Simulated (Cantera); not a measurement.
Standard-state values (1 bar) from the NASA 1993 polynomials, evaluated with Cantera. Values are per mole of reaction as written; species without (g) are pure solids or liquids, kept so even where they would boil at 1 bar.

4 NiS = Ni + Ni3S4

| T (K) | ΔH° (kJ) | ΔS° (J/K) | ΔG° (kJ) | log10 K |
|---|---|---|---|---|
| 448 | ___ | ___ | ___ | ___ |
| 498 | 51.6 | 7.5 | 47.9 | -5.02 |
| 548 | ___ | ___ | ___ | ___ |
| 598 | ___ | ___ | ___ | ___ |

Problem. What belongs in the gaps?

Solution. 
- 448, ΔH° (kJ): 51.1
- 448, ΔS° (J/K): 6.4
- 448, ΔG° (kJ): 48.3
- 448, log10 K: -5.63
- 548, ΔH° (kJ): 52.3
- 548, ΔS° (J/K): 8.8
- 548, ΔG° (kJ): 47.5
- 548, log10 K: -4.53
- 598, ΔH° (kJ): 53.3
- 598, ΔS° (J/K): 10.5
- 598, ΔG° (kJ): 47.0
- 598, log10 K: -4.11
